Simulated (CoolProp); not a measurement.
Saturated liquid density (kg/m³) of R1234yf: the reference equation beside estimates from Tc = 94.7 °C, pc = 3.384 MPa, ω = 0.276. Rackett uses Z = 0.29056 − 0.08775 ω.

Values from CoolProp's reference Helmholtz-energy equation of state, Lemmon 2022.

```json
[
 {"T (°C)": "-31.15", "reference": "1268", "Rackett": "1255", "van der Waals": "745.7"},
 {"T (°C)": "-28.05", "reference": "1259", "Rackett": "1246", "van der Waals": "740.8"},
 {"T (°C)": "-24.85", "reference": "1250", "Rackett": "1237", "van der Waals": "735.6"},
 {"T (°C)": "-21.75", "reference": "1241", "Rackett": "1228", "van der Waals": "730.5"},
 {"T (°C)": "-18.55", "reference": "1232", "Rackett": "1219", "van der Waals": "725.2"},
 {"T (°C)": "-15.45", "reference": "1223", "Rackett": "1210", "van der Waals": "719.9"},
 {"T (°C)": "-12.25", "reference": "1214", "Rackett": "1200", "van der Waals": "714.4"},
 {"T (°C)": "-9.15", "reference": "1204", "Rackett": "1191", "van der Waals": "709.0"},
 {"T (°C)": "-6.05", "reference": "1195", "Rackett": "1182", "van der Waals": "703.5"},
 {"T (°C)": "-2.85", "reference": "1185", "Rackett": "1172", "van der Waals": "697.7"},
 {"T (°C)": "0.25", "reference": "1175", "Rackett": "1162", "van der Waals": "692.0"},
 {"T (°C)": "3.45", "reference": "1165", "Rackett": "1152", "van der Waals": "685.9"}
]
```

Absolute difference from the reference over all 12 rows, mean and median: Rackett 1.1 and 1.1 %, van der Waals 41.1 and 41.1 %.
